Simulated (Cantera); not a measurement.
A perfectly stirred reactor is fed with 4.56 % CH4, 2.46 % H2, 19.5 % O2, 73.4 % N2, equivalence ratio 0.53, at 71000 Pa; it is adiabatic with a 448 K inlet, and is followed from long to short residence time, starting on the burning branch (τ in s: 0.11, 0.045, 0.019, 0.0077, 0.0032, 0.0013, 0.00055, 0.00023, 9.6e-05, 4e-05, 1.6e-05, 6.8e-06).

Cantera simulation using GRI-Mech 3.0 (53 species, 325 reactions); the numbers are that mechanism's predictions, not measurements.

One state of this run: T (K) = 1580; x CH4 = 0.000229; x H2 = 0.00179; x O2 = 0.0947; x HO2 = 2.19e-5; x CH2O = 2.40e-5; x OH = 0.00332; x CH2CO = 3.23e-8. x: mole fraction; the columns are a selection and need not sum to one.

Which value of τ (s) does it belong to?
A. 0.00023
B. 0.0013
C. 1.6e-5
D. 9.6e-5

B, 0.0013
